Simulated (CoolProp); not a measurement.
Vapour-liquid equilibrium of cyclohexane (1) + n-heptane (2) at 38.25 °C; x and y are mole fractions of (1).

Model: multi-fluid Helmholtz-energy mixture model, Zhou 2014 and Span 2003; pair parameters Bell 2016, in CoolProp.

Question: Give the bubble pressure and the first vapour's composition at x = 0.05, 0.35, 0.75. Is there an azeotrope?

Answer: x = 0.05: 0.1203 bar, y = 0.099; x = 0.35: 0.1573 bar, y = 0.525; x = 0.75: 0.2028 bar, y = 0.853. No azeotrope shows between x = 0.05 and 0.95.

The pair parameters rest on a limited set of measurements; away from them the model extrapolates.
